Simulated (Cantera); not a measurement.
**Premixed flame**

A freely propagating, adiabatic, planar premixed flame of 22.2 % H2, 16.4 % O2, 61.4 % N2, unburnt at 550 K and 6.50 bar; multicomponent+Soret transport, grid criteria slope 0.08 and curve 0.16, no radiation.

Model: the H2/O2 subset of GRI-Mech 3.0, which has no nitrogen chemistry, integrated in Cantera. The hydrogen kinetics of GRI-Mech 3.0 are dated; newer H2 mechanisms differ, most at raised pressure. Burning velocities carry a grid error of a few per cent, more on coarse grids. Lean hydrogen flames are cellular in practice and burn faster than this planar one.

```tsv
z (mm)	T (K)	u (m/s)	x H2	x O2	x H2O	x O	x HO2	x H
-0.136	550	2.18	0.221	0.164	3.11e-6	<1e-8	3.33e-8	<1e-8
-0.0908	551	2.18	0.217	0.165	4.20e-5	<1e-8	5.93e-7	<1e-8
-0.0681	553	2.16	0.210	0.166	0.000213	1.19e-8	3.54e-6	<1e-8
-0.0454	566	2.17	0.189	0.170	0.00161	1.76e-7	3.57e-5	<1e-8
-0.0227	726	2.64	0.135	0.172	0.0216	1.76e-5	0.000684	2.89e-5
-0.0113	1048	3.75	0.0962	0.154	0.0663	0.000358	0.000814	0.000908
0	1423	5.06	0.0557	0.120	0.131	0.00213	0.000450	0.00403
0.0113	1681	5.98	0.0271	0.0903	0.180	0.00414	0.000243	0.00595
0.0227	1831	6.50	0.0141	0.0752	0.204	0.00470	0.000144	0.00522
0.0454	1973	6.99	0.00659	0.0668	0.221	0.00353	6.91e-5	0.00269
0.0908	2068	7.30	0.00291	0.0646	0.231	0.00165	2.80e-5	0.000792
0.182	2114	7.45	0.00104	0.0644	0.236	0.000593	1.07e-5	0.000166
0.363	2129	7.49	0.000418	0.0646	0.238	0.000254	5.79e-6	4.47e-5
```
x: mole fraction of selected species; z is measured from the peak of heat release.

| Property | Value |
|---|---|
| laminar burning velocity | 219 cm/s |
| thermal thickness | 0.0454 mm |
| peak x(O) | 0.00470 |
| peak x(HO2) | 0.000919 |
| peak x(H) | 0.00597 |
| grid points | 110 |
